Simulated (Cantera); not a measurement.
Source: NASA polynomial tables (part measured, part estimated), evaluated in Cantera. Values are per mole of reaction as written; species without (g) are pure solids or liquids, kept so even where they would boil at 1 bar.

2 Nb2O5 + 5 N2(g) → 10 NO(g) + 4 Nb

```csv
T (K),ΔH° (kJ),ΔS° (J/K),ΔG° (kJ),log10 K,condensed phases
300,(withheld),(withheld),(withheld),(withheld),"Nb2O5(s), Nb(s)"
2698,4281.2,749.0,2260.4,-43.76,"Nb2O5(l), Nb(s)"
2773,4378.7,784.4,2203.5,-41.51,"Nb2O5(l), Nb(l)"
2848,4366.7,780.1,2144.8,-39.34,"Nb2O5(l), Nb(l)"
2923,(withheld),(withheld),(withheld),(withheld),"Nb2O5(l), Nb(l)"
2998,4342.6,771.9,2028.4,-35.34,"Nb2O5(l), Nb(l)"
```

Task: Complete the blanks.

Result: 
- 300, ΔH° (kJ): 4711.8
- 300, ΔS° (J/K): 1020.4
- 300, ΔG° (kJ): 4405.6
- 300, log10 K: -767.07
- 2923, ΔH° (kJ): 4354.6
- 2923, ΔS° (J/K): 776.0
- 2923, ΔG° (kJ): 2086.5
- 2923, log10 K: -37.29
